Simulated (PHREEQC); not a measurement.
1 kg of water holding 0.0085 mol KCl, 0.0077 mol CaSO4, 0.011 mol NaBr and 0.015 mol NaCl is evaporated at 20 °C; the solids stay in contact with the brine. No CO2 enters from the air. Solids allowed: Arcanite, Glaserite, Glauberite, Gypsum, Anhydrite, Halite, Mirabilite, Misenite, Portlandite, Sylvite, Syngenite, Thenardite. Others were left out.

All values are PHREEQC results (Pitzer model, pitzer.dat), not measurements.

| water left (kg) | ionic strength | water activity | Gypsum (mol) | Na in solution (mol/kgw) | Br in solution (mol/kgw) | Cl in solution (mol/kgw) |
|---|---|---|---|---|---|---|
| 1 | 0.0653 | 0.999 | 0 | 0.0260 | 0.0110 | 0.0235 |
| 0.5552 | 0.118 | 0.998 | 0 | 0.0468 | 0.0198 | 0.0423 |
| 0.3082 | 0.201 | 0.996 | 0.000845 | 0.0844 | 0.0357 | 0.0762 |
| 0.171 | 0.307 | 0.993 | 0.00322 | 0.152 | 0.0643 | 0.137 |
| 0.09485 | 0.491 | 0.987 | 0.00469 | 0.274 | 0.116 | 0.248 |
| 0.05255 | 0.814 | 0.978 | 0.00563 | 0.495 | 0.209 | 0.447 |
| 0.02907 | 1.38 | 0.960 | 0.00629 | 0.894 | 0.378 | 0.808 |
| 0.01603 | 2.38 | 0.926 | 0.00678 | 1.62 | 0.686 | 1.47 |
| 0.008771 | 4.17 | 0.856 | 0.00719 | 2.96 | 1.25 | 2.68 |
| 0.004742 | 7.45 | 0.707 | 0.00750 | 5.48 | 2.32 | 4.96 |

Gypsum from water left = 0.3082 kg.
